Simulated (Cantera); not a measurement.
Thermodynamics of carbothermic reduction, feed PbO + CO + H2

Charge: 1 mol PbO, 1.2 mol CO, a varied amount of H2, equilibrated at 927 °C and 3.00 bar.

Cantera equilibrium calculation (NASA polynomials, part measured and part estimated; ideal gas, pure solids and liquids). Candidate condensed phases: C, C6H6, C7H8, C8H18, H2O, Pb, PbO, PbO2, Pb3O4; 113 gas species. The numbers say what is thermodynamically allowed, not how fast it happens.

| n(H2) (mol) | log p H2 | log p CO2 | log p CO | log p H2O | n Pb(l) |
|---|---|---|---|---|---|
| 0.64 | -0.37 | 0.00 | -0.02 | -0.21 | 1.000 |
| 2.1 | 0.11 | -0.54 | -0.09 | -0.20 | 0.999 |
| 3.6 | 0.24 | -0.89 | -0.21 | -0.30 | 0.999 |
| 5.1 | 0.30 | -1.14 | -0.30 | -0.39 | 0.999 |
| 6.6 | 0.34 | -1.33 | -0.39 | -0.46 | 0.998 |
| 8 | 0.36 | -1.48 | -0.45 | -0.52 | 0.998 |
| 9.5 | 0.38 | -1.61 | -0.51 | -0.58 | 0.998 |
log p: log10 of the partial pressure in bar; n: condensed amount in mol.

From 0.64 mol H2 to 9.5 mol H2 the condensed part is Pb(l). The main Pb-bearing gas is Pb throughout.
